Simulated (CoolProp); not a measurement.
The fluid at 199.2 K and 1.55 MPa is throttled through a valve to 0.13 MPa with no heat exchange. The same conditions are run with several fluids, on thermodynamics alone (safety and materials aside).

Computed with CoolProp (reference Helmholtz-energy equation of state of each fluid (cis-2-butene: Lemmon 2005; R141b: Lemmon 2006; nitrous oxide: Lemmon 2006; hydrogen sulfide: Lemmon 2006; vinyl chloride: Thol 2022)).

```tsv
fluid	temperature change (K)	final phase	final density (kg/m³)
cis-2-butene	+0.7	liquid	722
R141b	+0.7	liquid	1410
nitrous oxide	-10.2	two-phase, vapour fraction 0.049	71.7
hydrogen sulfide	+0.5	liquid	972
vinyl chloride	+0.6	liquid	1070
```
